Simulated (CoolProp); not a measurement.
A simple Rankine cycle with R134a: condensing at 314.15 K, boiler at 3.06 MPa, turbine inlet 362.4 K, turbine efficiency 0.8, pump efficiency 0.7, no recuperator. Each further row changes one setting.

The numbers come from the reference Helmholtz-energy equation of state, Tillner-Roth 1994 in CoolProp.

```
case                             thermal efficiency (%)  net work (kJ/kg)  heat in (kJ/kg)  turbine exit temperature (K)  volume ratio over the turbine
-------------------------------  ----------------------  ----------------  ---------------  ----------------------------  -----------------------------
as stated                                    (withheld)              13.2              172                         314.2                           3.52
turbine inlet 382.4 K                               8.2              16.8              205                    (withheld)                           3.19
condensing temperature 306.15 K                     9.0              16.4       (withheld)                         306.1                           4.44
boiler pressure 2.14 MPa                     (withheld)        (withheld)       (withheld)                         334.5                           2.15
turbine efficiency 0.7                              6.5              11.2              172                         314.2                     (withheld)
```

Task: Complete the blanks.

Result: 
- as stated, thermal efficiency (%): 7.7
- turbine inlet 382.4 K, turbine exit temperature (K): 338.4
- condensing temperature 306.15 K, heat in (kJ/kg): 183
- boiler pressure 2.14 MPa, thermal efficiency (%): 5.9
- boiler pressure 2.14 MPa, net work (kJ/kg): 11.5
- boiler pressure 2.14 MPa, heat in (kJ/kg): 196
- turbine efficiency 0.7, volume ratio over the turbine: 3.57

The expansion ends wet for: as stated; condensing temperature 306.15 K; turbine efficiency 0.7.
